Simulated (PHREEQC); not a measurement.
Make-up at 25 °C: 0.03 mol/kgw H3PO4 and 0.006 mol/kgw Na2SO4. Closed to the air; pH follows from the charge balance.

Computed with PHREEQC (ion-association model, phreeqc.dat).

Task: The ionic strength comes out as 0.0267 mol/kgw. What activity coefficients do NaSO4-, Na+, H+, H2PO4-, SO4-2 get?

Result: NaSO4- 0.86, Na+ 0.86, H+ 0.88, H2PO4- 0.86, SO4-2 0.54.

No solid was allowed to form.
